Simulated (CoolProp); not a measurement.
A closed Brayton cycle with nitrogen: compressor inlet 317.15 K and 2.7 MPa, high pressure 7.26 MPa, turbine inlet 630 K, compressor efficiency 0.85, turbine efficiency 0.93, recuperator effectiveness 0.9 (on enthalpy, no pinch check). Each further row changes one setting.

The numbers come from the reference Helmholtz-energy equation of state, Span 2000 in CoolProp.

```csv
case,thermal efficiency (%),net work (kJ/kg),compressor to turbine work,compressor exit (K),turbine exit (K)
as stated,15.5,25.0,0.84,439.9,488.2
turbine inlet 580 K,8.7,12.6,0.91,439.9,448.4
compressor inlet 327.15 K,13.0,20.8,0.86,453.6,488.2
high pressure 6.17 MPa,18.4,26.4,0.80,417.2,509.2
recuperator effectiveness 0.5,13.7,25.0,0.84,439.9,488.2
```
